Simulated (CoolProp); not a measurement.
Properties of methanol along the isotherm 254.65 °C.

Model: reference Helmholtz-energy equation of state, de Reuck 1993, in CoolProp.

```csv
p (MPa),phase,density (kg/m³),fugacity coefficient
1.71,gas,13.33,0.9415
3.42,gas,29.03,0.8808
5.13,gas,48.56,0.8187
6.85,gas,75.40,0.7556
8.56,supercritical,120.4,0.6906
10.3,supercritical,271.2,0.6196
12,supercritical,401.2,0.5510
13.7,supercritical,439.5,0.4971
15.4,supercritical,463.8,0.4545
17.1,supercritical,481.9,0.4202
18.8,supercritical,496.3,0.3920
20.5,supercritical,508.4,0.3685
```
